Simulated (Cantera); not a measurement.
An isothermal plug-flow reactor at 825 K and 5.00 bar (inlet), inlet velocity 4.8 m/s, active area per volume 3900 1/m; feed CH₄ : O₂ : N₂ = 0.0044 : 0.014 : 0.79 (molar parts).

Cantera simulation using Deutschmann's 1995 Pt surface mechanism with GRI-Mech 3.0 gas chemistry; the numbers are that mechanism's predictions, not measurements. Catalytic surfaces can have several steady states; this one follows from the mechanism file's or the stated starting coverage. Mass transfer to the wall is taken as infinitely fast.

Task: What does this change do: inlet velocity 4.8 to 2 m/s?

Result: 
```tsv
quantity	before	after
x(CH₄) at z = 0.027 m	0.00507	0.00457
x(O₂) at z = 0.027 m	0.0166	0.0156
x(H₂O) at z = 0.027 m	0.000746	0.00174
x(CO₂) at z = 0.027 m	0.000372	0.000869
x(CO) at z = 0.027 m	8.73e-7	7.94e-7
θ(free Pt) at the exit	0.0547	0.0558
θ(O*) at the exit	0.944	0.942
θ(OH*) at the exit	0.00131	0.00201
```

Task: What does this change do: temperature 825 to 1223 K?

Result: 
```tsv
quantity	before	after
x(CH₄) at z = 0.027 m	0.00507	4.87e-9
x(O₂) at z = 0.027 m	0.0166	0.00651
x(H₂O) at z = 0.027 m	0.000746	0.0108
x(CO₂) at z = 0.027 m	0.000372	0.00539
x(CO) at z = 0.027 m	8.73e-7	4.50e-9
θ(free Pt) at the exit	0.0547	0.523
θ(O*) at the exit	0.944	0.474
θ(OH*) at the exit	0.00131	0.00273
```
